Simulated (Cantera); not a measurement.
A closed system holds: 1 mol Na2CO3, 0.089 mol CO2, at 750 °C and 74000 Pa.

Cantera equilibrium calculation (NASA polynomials, part measured and part estimated; ideal gas, pure solids and liquids). Candidate condensed phases: C, Na, NaO2, Na2CO3, Na2O, Na2O2; 16 gas species. Rates play no part.

Base state: CO2 1.000 (mole fractions); condensed: Na2CO3(s).

**Question.** What changes in the equilibrium state with this change: 0.17 mol H2 added?

**Answer.** 
```csv
species,before,after
H2,0,0.443
H2O,0,0.213
CO,3.60e-7,0.211
CO2,1.000,0.132
CH4,0,0.000964
"Na2CO3(s), mol",1.00,1.00
```
Further candidate phases: C6H6, C7H8, C8H18, H2O, NaOH.
